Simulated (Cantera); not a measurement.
Charge: 1 mol TiO2, 1500 mol H2, at 1598.15 K and 24.0 Torr.

Cantera equilibrium calculation (NASA polynomials, part measured and part estimated; ideal gas, pure solids and liquids). Candidate condensed phases: H2O, Ti, TiO, TiO2, Ti2O3, Ti3O5, Ti4O7; 12 gas species. The numbers say what is thermodynamically allowed, not how fast it happens.

Base state: H2 0.999, H2O 0.000333, H 0.000298 (mole fractions); condensed: Ti2O3(s).

Task: What changes in the equilibrium state with this change: temperature from 1598.15 K to 2198.15 K?

Result: 
| species | before | after |
|---|---|---|
| H2 | 0.999 | 0.968 |
| H | 0.000298 | 0.0307 |
| H2O | 0.000333 | 0.000670 |
| TiO | 1.12e-9 | 0.000356 |
| Ti | <1e-9 | 2.75e-5 |
| TiO2 | <1e-9 | 1.01e-5 |
| Ti2O3(s), mol | 0.500 | 0 |
| TiO(l), mol | 0 | 0.400 |
TiO: taken at fixed stoichiometry.
